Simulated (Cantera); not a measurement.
An isothermal, constant-pressure homogeneous reactor starts with 27.0 % CH4, 73.0 % H2, at 1375 K and 26.3 Torr.

Cantera simulation using GRI-Mech 3.0 (53 species, 325 reactions); the numbers are that mechanism's predictions, not measurements. GRI-Mech 3.0 stops at C3 and has no aromatics, soot or wall deposition, so with more carbon than oxygen in the feed, carbon stays in small species such as C2H2 where larger ones or solid carbon would form. Radical loss at walls, strong at low pressure, is not modelled.

x: mole fraction; the columns are a selection and need not sum to one.

| t (s) | x CH4 | x H2 | x C2H2 | x C2H6 | x CH2 | x CH3 |
|---|---|---|---|---|---|---|
| 6.00e-6 | 0.270 | 0.730 | <1e-12 | <1e-12 | <1e-12 | 3.03e-9 |
| 3.92e-5 | 0.270 | 0.730 | <1e-12 | <1e-12 | <1e-12 | 2.58e-8 |
| 0.000256 | 0.270 | 0.730 | <1e-12 | <1e-12 | <1e-12 | 1.80e-7 |
| 0.00168 | 0.270 | 0.730 | <1e-12 | 2.03e-10 | <1e-12 | 1.19e-6 |
| 0.0110 | 0.270 | 0.730 | 1.57e-11 | 5.36e-8 | 7.59e-12 | 7.70e-6 |
| 0.0716 | 0.270 | 0.730 | ? | ? | 1.67e-10 | ? |
| 0.468 | 0.270 | 0.730 | 3.48e-5 | 2.63e-5 | 3.87e-10 | 5.54e-5 |
| 3.06 | 0.266 | 0.732 | 0.00118 | 2.59e-5 | 3.86e-10 | 5.50e-5 |
| 20.0 | ? | 0.746 | ? | ? | 3.71e-10 | 5.15e-5 |

Question: What belongs in the gaps?

Answer: 
- 0.0716, x C2H2: 5.73e-8
- 0.0716, x C2H6: 6.63e-6
- 0.0716, x CH3: 3.63e-5
- 20.0, x CH4: 0.244
- 20.0, x C2H2: 0.00986
- 20.0, x C2H6: 2.25e-5
